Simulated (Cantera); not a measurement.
## Transport properties of process gases

Gas mixture: 24.0 % C3H8, 27.5 % CO2, 32.1 % C2H6, 16.4 % NH3, at 0.0975 Torr, frozen composition.

Cantera's kinetic-theory transport with the Lennard-Jones parameters of GRI-Mech 3.0, ideal gas; thermal conductivity in the mixture-averaged form. Polar gases are described roughly by these parameters. The composition is frozen, though it would react at the higher temperatures.

```tsv
T (K)	ρ (kg/m³)	cp (J/kg/K)	μ (µPa s)	λ (mW/m/K)	Pr	D (cm²/s) NH3	D (cm²/s) CH3	D (cm²/s) H2O
400	0.000137	1741	14.0	32.4	0.754	1900	2140	2040
650	8.45e-5	2392	21.4	65.6	0.779	4810	5110	5250
900	6.11e-5	2849	27.6	99.4	0.790	8730	8990	9640
1150	4.78e-5	3180	33.0	132	0.797	13500	13700	15000
1400	3.92e-5	3418	37.9	162	0.800	19000	19000	21300
1650	3.33e-5	3598	42.4	190	0.802	25200	25100	28300
1900	2.89e-5	3732	46.7	217	0.803	32100	31700	36100
2150	2.56e-5	3832	50.7	242	0.803	39600	39000	44600
```
D: mixture-averaged diffusion coefficient of that species in the mixture.
